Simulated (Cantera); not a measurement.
Charge: 1 mol CaO, 14 mol HBr, 65 mol N₂, at 10.0 Pa.

Cantera equilibrium calculation (NASA polynomials, part measured and part estimated; ideal gas, pure solids and liquids). Candidate condensed phases: Br₂, Ca, CaBr₂, CaO, Ca(OH)₂, H₂O; 34 gas species. Kinetics and transport are ignored. All values below are at 1350 K.

Base state: N₂ 0.808, HBr 0.112, Br 0.0370, H₂ 0.0185, CaBr₂ 0.0124, H₂O 0.0124, H 3.24e-5 (mole fractions); condensed: gas only.

What changes in the equilibrium state with this change: pressure from 10.0 Pa to 0.100 bar?


```csv
species,before,after
N₂,0.808,0.823
HBr,0.112,0.147
H₂O,0.0124,0.0127
Br,0.0370,0.00436
H₂,0.0185,0.00231
CaBr₂,0.0124,0.00990
H,3.24e-5,3.62e-7
Br₂,8.99e-6,0.000125
"CaBr₂(l), mol",0,0.218
```
